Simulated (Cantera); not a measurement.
## Equilibrium for abatement and gas-phase synthesis: CS₂ + SO₂ + H₂

Charge: 1 mol CS₂, 0.36 mol SO₂, 0.15 mol H₂, held at 923 K.

These are equilibrium values from Cantera (NASA tables, ideal gas, pure condensed phases), not measurements of a reactor. Candidate condensed phases: C, C₆H₆, C₇H₈, C₈H₁₈, H₂O, H₂SO₄, S; 123 gas species. The ideal-gas law is rough above about 30 bar. Gases not in the tables: S₃ to S₇. The numbers say what is thermodynamically allowed, not how fast it happens.

From 0.0750 Torr to 5400 Torr nothing is condensed. At 35300 Torr the condensed part is S(l). At 225000 Torr the condensed part is C(graphite) + S(l). The main C-bearing gas is CO at 0.0750 Torr and CO₂ at 225000 Torr.

```json
[
 {"P (Pa)": "10", "x S₂": "0.417", "x CO₂": "0.000911", "x COS": "0.0233", "x CO": "0.340", "x CS₂": "0.143", "x H₂S": "0.0519", "x S₈": "<1e-12", "x H₂": "0.0240", "n S(l)": "0", "n C(graphite)": "0"},
 {"P (Pa)": "65", "x S₂": "0.403", "x CO₂": "0.00456", "x COS": "0.0535", "x CO": "0.311", "x CS₂": "0.150", "x H₂S": "0.0656", "x S₈": "<1e-12", "x H₂": "0.0121", "n S(l)": "0", "n C(graphite)": "0"},
 {"P (Pa)": "420", "x S₂": "0.379", "x CO₂": "0.0161", "x COS": "0.106", "x CO": "0.250", "x CS₂": "0.167", "x H₂S": "0.0752", "x S₈": "1.19e-10", "x H₂": "0.00564", "n S(l)": "0", "n C(graphite)": "0"},
 {"P (Pa)": "2700", "x S₂": "0.348", "x CO₂": "0.0358", "x COS": "0.171", "x CO": "0.166", "x CS₂": "0.195", "x H₂S": "0.0823", "x S₈": "2.24e-8", "x H₂": "0.00254", "n S(l)": "0", "n C(graphite)": "0"},
 {"P (Pa)": "17000", "x S₂": "0.321", "x CO₂": "0.0548", "x COS": "0.225", "x CO": "0.0906", "x CS₂": "0.221", "x H₂S": "0.0872", "x S₈": "4.03e-6", "x H₂": "0.00112", "n S(l)": "0", "n C(graphite)": "0"},
 {"P (Pa)": "110000", "x S₂": "0.301", "x CO₂": "0.0676", "x COS": "0.259", "x CO": "0.0424", "x CS₂": "0.238", "x H₂S": "0.0903", "x S₈": "0.000843", "x H₂": "0.000470", "n S(l)": "0", "n C(graphite)": "0"},
 {"P (Pa)": "720000", "x S₂": "0.187", "x CO₂": "0.0804", "x COS": "0.302", "x CO": "0.0245", "x CS₂": "0.270", "x H₂S": "0.101", "x S₈": "0.0351", "x H₂": "0.000260", "n S(l)": "0", "n C(graphite)": "0"},
 {"P (Pa)": "4700000", "x S₂": "0.0403", "x CO₂": "0.0980", "x COS": "0.366", "x CO": "0.0250", "x CS₂": "0.327", "x H₂S": "0.122", "x S₈": "0.0213", "x H₂": "0.000264", "n S(l)": "0.653", "n C(graphite)": "0"},
 {"P (Pa)": "30000000", "x S₂": "0.00632", "x CO₂": "0.390", "x COS": "0.297", "x CO": "0.0203", "x CS₂": "0.0541", "x H₂S": "0.224", "x S₈": "0.00334", "x H₂": "0.000487", "n S(l)": "1.92", "n C(graphite)": "0.502"}
]
```
x: gas mole fraction; n: condensed amount in mol.
